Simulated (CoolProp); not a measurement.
Vapour-liquid equilibrium of CF4 (R14) (1) + ethane (2) at 201.1 K; x and y are mole fractions of (1).

Values from CoolProp's multi-fluid Helmholtz-energy mixture model, Platzer 1990 and Bücker 2006; pair parameters Bell 2016. This equation is an older, rougher fit; its heat capacities, sound speeds and derivatives of the liquid may be far off and weren't checked against measurements.

| x | bubble pressure, mixture model (bar) | bubble pressure, Raoult's law (bar) | y, mixture model | y, Raoult's law |
|---|---|---|---|---|
| 0.05 | 5.367 | 2.976 | 0.565 | 0.271 |
| 0.2 | 10.11 | 5.055 | 0.766 | 0.639 |
| 0.35 | 11.66 | 7.134 | 0.801 | 0.792 |
| 0.5 | 12.49 | 9.213 | 0.821 | 0.876 |
| 0.65 | 13.38 | 11.29 | 0.849 | 0.929 |
| 0.8 | 14.50 | 13.37 | 0.894 | 0.966 |
| 0.95 | 15.74 | 15.45 | 0.968 | 0.993 |

The largest gap from Raoult's law is +100.0 % in bubble pressure, at x = 0.2. No azeotrope shows between x = 0.05 and 0.95.

The pair parameters rest on a limited set of measurements; away from them the model extrapolates. With so large a gap from Raoult's law the liquid may split in two, which this calculation doesn't test in full.
